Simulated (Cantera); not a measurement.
An adiabatic, constant-volume homogeneous reactor starts with CH4 : H2 : O2 : N2 = 1 : 0.16 : 0.867 : 3.26 (molar parts), equivalence ratio 2.4, at 1198 K and 5.92 atm. Integrator tolerance rtol = 1e-08.

Cantera simulation using GRI-Mech 3.0 (53 species, 325 reactions); the numbers are that mechanism's predictions, not measurements.

**Question.** What does this change do: H2 0.16 to 0.47 parts?

**Answer.** 
| quantity | before | after |
|---|---|---|
| time of steepest temperature rise | 2.57 ms | 0.804 ms |
| temperature at 0.100 s | 2384 K | 2339 K |
| equilibrium temperature | 2384 K | 2339 K |
| x(CH4) at 0.100 s | 1.94e-8 (gas-phase equilibrium 2.19e-8) | 3.39e-8 (gas-phase equilibrium 3.83e-8) |
| x(H2) at 0.100 s | 0.232 (gas-phase equilibrium 0.232) | 0.266 (gas-phase equilibrium 0.266) |
| x(O2) at 0.100 s | 1.50e-7 (gas-phase equilibrium 1.50e-7) | 6.71e-8 (gas-phase equilibrium 6.71e-8) |
| x(H) at 0.100 s | 0.00188 (gas-phase equilibrium 0.00188) | 0.00163 (gas-phase equilibrium 0.00163) |
| x(HO2) at 0.100 s | 5.06e-10 (gas-phase equilibrium 5.06e-10) | 2.37e-10 (gas-phase equilibrium 2.37e-10) |
| x(C2H) at 0.100 s | <1e-12 (gas-phase equilibrium <1e-12) | <1e-12 (gas-phase equilibrium <1e-12) |

**Question.** What does this change do: O2 0.867 to 1.2 parts?

**Answer.** 
| quantity | before | after |
|---|---|---|
| time of steepest temperature rise | 2.57 ms | 1.65 ms |
| temperature at 0.100 s | 2384 K | 2968 K |
| equilibrium temperature | 2384 K | 2968 K |
| x(CH4) at 0.100 s | 1.94e-8 (gas-phase equilibrium 2.19e-8) | 3.63e-10 (gas-phase equilibrium 4.10e-10) |
| x(H2) at 0.100 s | 0.232 (gas-phase equilibrium 0.232) | 0.139 (gas-phase equilibrium 0.139) |
| x(O2) at 0.100 s | 1.50e-7 (gas-phase equilibrium 1.50e-7) | 0.000169 (gas-phase equilibrium 0.000169) |
| x(H) at 0.100 s | 0.00188 (gas-phase equilibrium 0.00188) | 0.0130 (gas-phase equilibrium 0.0130) |
| x(HO2) at 0.100 s | 5.06e-10 (gas-phase equilibrium 5.06e-10) | 5.28e-7 (gas-phase equilibrium 5.28e-7) |
| x(C2H) at 0.100 s | <1e-12 (gas-phase equilibrium <1e-12) | <1e-12 (gas-phase equilibrium <1e-12) |

**Question.** What does this change do: initial temperature 1198 to 1100 K?

**Answer.** 
```
quantity                                                              before                                      after
---------------------------------  -----------------------------------------  -----------------------------------------
time of steepest temperature rise                                    2.57 ms                                    5.65 ms
temperature at 0.100 s                                                2384 K                                     2298 K
equilibrium temperature                                               2384 K                                     2298 K
x(CH4) at 0.100 s                    1.94e-8 (gas-phase equilibrium 2.19e-8)    3.25e-8 (gas-phase equilibrium 3.65e-8)
x(H2) at 0.100 s                         0.232 (gas-phase equilibrium 0.232)        0.233 (gas-phase equilibrium 0.233)
x(O2) at 0.100 s                     1.50e-7 (gas-phase equilibrium 1.50e-7)    5.46e-8 (gas-phase equilibrium 5.46e-8)
x(H) at 0.100 s                      0.00188 (gas-phase equilibrium 0.00188)    0.00119 (gas-phase equilibrium 0.00119)
x(HO2) at 0.100 s                  5.06e-10 (gas-phase equilibrium 5.06e-10)  1.86e-10 (gas-phase equilibrium 1.86e-10)
x(C2H) at 0.100 s                      <1e-12 (gas-phase equilibrium <1e-12)      <1e-12 (gas-phase equilibrium <1e-12)
```
